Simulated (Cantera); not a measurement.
What does this Cantera script print?

```python
import numpy as np
import cantera as ct

gas_names = [...]  # 118 gases of nasa_gas.yaml made of C, Cl, F, H
cond_names = """
    C(gr) C6H6(L) C7H8(L) C8H18(L),n-octa
""".split()


# ... load() reads the species with a 1 bar reference pressure and builds the phases ...
atoms = {
    'CH2F2': {'C': 1, 'H': 2, 'F': 2},
    'HCl': {'H': 1, 'CL': 1},
    'H2': {'H': 2},
}
top_T = {'C(gr)': 4500}  # K; cautious upper limits of use, not melting points


# ... equilibrate(T, P, feed) seeds the gas with the atoms and calls Mixture.equilibrate('TP', solver="vcs", rtol=1e-11, max_steps=5000) ...
results = []
feed = {'CH2F2': 1, 'HCl': 0.24, 'H2': 0.18}  # mol
P = 66  # Pa
for T in [1273, 1373, 1473, 1573, 1673, 1773, 1873, 1973]:
    mix = equilibrate(T, P, feed)
    results.append((T, P, feed, dict(zip(mix.species_names, mix.species_moles))))

top = {s: max(r[3][s] / sum(r[3][g] for g in gas_names) for r in results) for s in gas_names}
cols = sorted((s for s in top if top[s] > 0.001), key=lambda s: -top[s])[:5]
seen = [c for c in cond_names if any(r[3].get(c, 0) > 1e-12 for r in results)]
print("log10 of partial pressures in bar; condensed amounts in mol")
print(f"{'T/K':>10s}" + "".join(f"{s[:9]:>10s}" for s in cols + seen))
for T, P, feed, n in results:
    ng = sum(n[g] for g in gas_names)
    print(f"{T:10.4g}" + "".join(f"{np.log10(max(n[s] / ng * P / 1e5, 1e-99)):10.3f}" for s in cols)
          + "".join(f"{n.get(c, 0):10.4g}" for c in seen))
```

It prints:

```
log10 of partial pressures in bar; condensed amounts in mol
       T/K        HF       HCL        H2         H        CL     C(gr)
      1273    -3.263    -4.184    -4.309    -8.301    -8.247         1
      1373    -3.263    -4.184    -4.309    -7.632    -7.589         1
      1473    -3.263    -4.185    -4.309    -7.052    -7.019         1
      1573    -3.263    -4.186    -4.309    -6.545    -6.522         1
      1673    -3.264    -4.190    -4.309    -6.098    -6.086         1
      1773    -3.265    -4.199    -4.310    -5.701    -5.704    0.9999
      1873    -3.266    -4.216    -4.313    -5.347    -5.371    0.9999
      1973    -3.269    -4.249    -4.320    -5.030    -5.085    0.9998
```

Equilibrium computed with Cantera from the NASA thermochemical tables; the gas is ideal and each condensed phase is pure.
